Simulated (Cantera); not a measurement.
## SO2 + H2 (abatement and gas-phase synthesis)

Charge: 1 mol SO2, a varied amount of H2, at 1225 K and 0.480 bar.

Cantera equilibrium calculation (NASA polynomials, part measured and part estimated; ideal gas, pure solids and liquids). Candidate condensed phases: H2O, H2SO4, S; 19 gas species. Gases not in the tables: S3 to S7. Rates play no part.

From 0.16 mol H2 to 1 mol H2 nothing is condensed.

| n(H2) (mol) | x SO2 | x H2O | x S2 | x H2S | x H2 |
|---|---|---|---|---|---|
| 0.16 | 0.822 | 0.140 | 0.0313 | 0.00237 | 0.00104 |
| 0.19 | 0.793 | 0.162 | 0.0363 | 0.00313 | 0.00128 |
| 0.23 | 0.757 | 0.191 | 0.0427 | 0.00425 | 0.00160 |
| 0.28 | 0.714 | 0.224 | 0.0500 | 0.00579 | 0.00202 |
| 0.33 | 0.673 | 0.255 | 0.0567 | 0.00746 | 0.00244 |
| 0.4 | 0.621 | 0.295 | 0.0653 | 0.0100 | 0.00305 |
| 0.49 | 0.560 | 0.342 | 0.0750 | 0.0135 | 0.00385 |
| 0.59 | 0.499 | 0.388 | 0.0843 | 0.0178 | 0.00476 |
| 0.71 | 0.435 | 0.437 | 0.0937 | 0.0232 | 0.00589 |
| 0.86 | 0.365 | 0.489 | 0.103 | 0.0304 | 0.00737 |
| 1 | 0.309 | 0.530 | 0.110 | 0.0376 | 0.00882 |
x: gas mole fraction; nothing condenses.
